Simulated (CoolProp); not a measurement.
cis-2-butene at several states: Z from the reference equation and from simpler models built on Tc = 435.8 K, pc = 4.236 MPa, ω = 0.202; each cubic takes its own stable root.

The numbers come from the reference Helmholtz-energy equation of state, Lemmon 2005 in CoolProp. It is a short technical equation, of lower accuracy than the large ones.

```json
[
 {"T (K)": "313.5", "p (MPa)": "4.23", "phase": "liquid", "reference": "…", "van der Waals": "…", "Redlich-Kwong": "…", "Soave-Redlich-Kwong": "0.1629", "Peng-Robinson": "…"},
 {"T (K)": "189.8", "p (MPa)": "5.8", "phase": "liquid", "reference": "…", "van der Waals": "0.4572", "Redlich-Kwong": "0.3094", "Soave-Redlich-Kwong": "…", "Peng-Robinson": "0.2735"},
 {"T (K)": "458.8", "p (MPa)": "0.244", "phase": "gas", "reference": "0.9829", "van der Waals": "0.9847", "Redlich-Kwong": "0.9829", "Soave-Redlich-Kwong": "0.9833", "Peng-Robinson": "0.9812"}
]
```

Q: Some entries are withheld; supply them.

A: 
- 313.5, reference: 0.1509
- 313.5, van der Waals: 0.2392
- 313.5, Redlich-Kwong: 0.1675
- 313.5, Peng-Robinson: 0.1442
- 189.8, reference: 0.2803
- 189.8, Soave-Redlich-Kwong: 0.3069
